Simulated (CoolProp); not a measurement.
Saturated liquid density (kg/m³) of n-perfluorohexane: the reference equation beside estimates from Tc = 174.9 °C, pc = 1.742 MPa, ω = 0.497. Rackett uses Z = 0.29056 − 0.08775 ω.

Model: reference Helmholtz-energy equation of state, Gao 2022, in CoolProp.

```csv
T (°C),reference,Rackett,van der Waals,Soave-Redlich-Kwong
27.35,1669,1772,924.5,1448
34.05,1649,1748,913.2,1430
40.75,1629,1724,901.6,1411
47.45,1609,1699,889.7,1392
54.15,1588,1674,877.4,1371
60.85,1566,1648,864.7,1349
67.55,1544,1622,851.6,1326
74.25,1522,1594,838.0,1302
80.95,1498,1566,823.9,1277
87.65,1474,1537,809.3,1250
```

Absolute difference from the reference over all 10 rows, mean and median: Rackett 5.3 and 5.3 %, van der Waals 44.8 and 44.8 %, Soave-Redlich-Kwong 13.9 and 13.8 %.
